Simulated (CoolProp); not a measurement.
Vapour-liquid equilibrium of hydrogen sulfide (1) + propane (2) at 0.964 MPa; x and y are mole fractions of (1).

Values from CoolProp's multi-fluid Helmholtz-energy mixture model, Lemmon 2006 and Lemmon 2009; pair parameters Kunz 2012.

```
x      bubble temperature (°C)  y at the bubble point  dew temperature at overall composition x (°C)  liquid density (mol/L)
-----  -----------------------  ---------------------  ---------------------------------------------  ----------------------
0.05                      19.5                  0.160                                           23.7                   11.55
0.125                     12.6                  0.333                                           20.8                   12.15
0.2                        7.6                  0.450                                           17.9                   12.77
0.275                      4.1                  0.531                                           14.9                   13.43
0.35                       1.6                  0.591                                           11.9                   14.15
0.425                     -0.2                  0.637                                            8.7                   14.95
0.5                       -1.6                  0.675                                            5.4                   15.85
0.575                     -2.6                  0.709                                            2.2                   16.85
0.65                      -3.3                  0.740                                           -0.7                   17.97
0.725                     -3.7                  0.773                                           -3.0                   19.20
0.8                       -4.0                  0.810                                           -4.0                   20.56
0.875                     -3.9                  0.859                                           -3.8                   22.02
0.95                      -3.3                  0.930                                           -3.0                   23.56
```

y crosses x between x = 0.8 and 0.875: the model has an azeotrope there.

Pair parameters are fitted to limited data, so mixtures are less certain than the pure fluids.
